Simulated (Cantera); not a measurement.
Input (Python, Cantera):

```python
import numpy as np
import cantera as ct

surf = ct.Interface("ptcombust.yaml", "Pt_surf")
gas = surf.adjacent["gas"]
gas.TPX = 300, 3500, {'H2': 0.027, 'O2': 0.17, 'N2': 0.79}
jet = ct.ImpingingJet(gas=gas, width=0.087, surface=surf)
jet.inlet.mdot, jet.inlet.T, jet.inlet.X = 0.081, 300, {'H2': 0.027, 'O2': 0.17, 'N2': 0.79}
jet.set_refine_criteria(ratio=10, slope=0.2, curve=0.3)
show, cover = ['H2', 'O2', 'H2O', 'OH'], ["PT(S)", "H(S)", "O(S)", "OH(S)", "CO(S)", "C(S)"]

rows = []
print(f"{'Ts/K':>7s}" + "".join(f"{s:>11s}" for s in show + cover) + "   (gas at the wall, coverages)")
for i, Ts in enumerate([600, 650, 700, 750, 800, 850, 900, 950]):
    jet.surface.T = Ts
    if i == 0:
        surf.TP = Ts, 3500
        surf.coverages = "PT(S):0.5, O(S):0.5"
        surf.advance_coverages(1.0)
        jet.set_initial_guess(products="inlet")
    jet.solve(loglevel=0, auto=(i == 0))
    rows.append([*(jet.X[gas.species_index(s), -1] for s in show), *surf[cover].coverages])
    print(f"{Ts:7g}" + "".join(f"{x:11.3e}" for x in rows[-1]))
```

Output:

```
   Ts/K         H2         O2        H2O         OH      PT(S)       H(S)       O(S)      OH(S)      CO(S)       C(S)   (gas at the wall, coverages)
    600  5.174e-03  1.484e-01  4.337e-02  1.842e-12  5.732e-02  1.080e-09  9.387e-01  3.983e-03  6.707e-29 -1.071e-38
    650  5.125e-03  1.484e-01  4.317e-02  2.364e-11  6.050e-02  1.620e-09  9.368e-01  2.677e-03  1.052e-17  2.121e-26
    700  4.870e-03  1.482e-01  4.339e-02  2.057e-10  6.698e-02  2.786e-09  9.311e-01  1.946e-03  1.326e-17  4.419e-27
    750  4.093e-03  1.475e-01  4.462e-02  1.277e-09  8.533e-02  6.027e-09  9.131e-01  1.595e-03  6.108e-18  5.230e-26
    800  3.090e-03  1.465e-01  4.629e-02  5.823e-09  1.222e-01  1.551e-08  8.764e-01  1.427e-03  4.067e-19  7.555e-28
    850  2.310e-03  1.458e-01  4.753e-02  2.131e-08  1.746e-01  3.914e-08  8.241e-01  1.299e-03  6.875e-23  2.608e-27
    900  1.791e-03  1.453e-01  4.829e-02  6.730e-08  2.365e-01  8.867e-08  7.624e-01  1.168e-03  1.188e-19  1.445e-26
    950  1.455e-03  1.450e-01  4.870e-02  1.870e-07  3.034e-01  1.803e-07  6.956e-01  1.035e-03  9.624e-17  5.721e-26
```

Model: Deutschmann's 1995 Pt surface mechanism with GRI-Mech 3.0 gas chemistry, integrated in Cantera. Catalytic surfaces can have several steady states; this one follows from the mechanism file's or the stated starting coverage.
